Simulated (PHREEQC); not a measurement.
## Polishing slurry liquid

Consider water at 25 °C with 0.0087 mol/kgw K2CO3. Closed to the air; pH follows from the charge balance.

All values are PHREEQC results (ion-association model, wateq4f.dat), not measurements.

The pH comes out as 10.98, the ionic strength is 0.0250 mol/kgw and the total alkalinity comes out as 17.4 meq/kg.

```
species  molality  activity   log γ
-------  --------  --------  ------
K+         0.0174    0.0149  -0.068
CO3-2     0.00759   0.00425  -0.252
OH-       0.00111  0.000947  -0.068
HCO3-     0.00111  0.000958  -0.063
CO2       2.27e-8   2.28e-8   0.002
```

Precipitation was switched off in this run. Species that the database lacks are ignored.
